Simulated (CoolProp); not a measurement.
Aqueous potassium formate as a coolant, 23 % by mass, freezing at -14.1 °C, 1 atm.

Computed with CoolProp (Melinder's fits for secondary coolants).

```csv
T (°C),density (kg/m³),Prandtl number,viscosity (mPa s),cp (kJ/(kg K))
-9.4,1150,?,?,3.317
-2.6,?,?,2.55,3.326
4.2,1147,13.1,2.10,3.336
10.9,?,10.9,1.77,3.346
17.7,1143,9.23,?,3.356
24.4,1140,?,1.32,3.365
31.2,1138,6.86,1.16,?
```

Question: Fill in the missing entries.

Answer: 
- -9.4, Prandtl number: 20.3
- -9.4, viscosity (mPa s): 3.17
- -2.6, density (kg/m³): 1149
- -2.6, Prandtl number: 16.1
- 10.9, density (kg/m³): 1145
- 17.7, viscosity (mPa s): 1.52
- 24.4, Prandtl number: 7.92
- 31.2, cp (kJ/(kg K)): 3.375
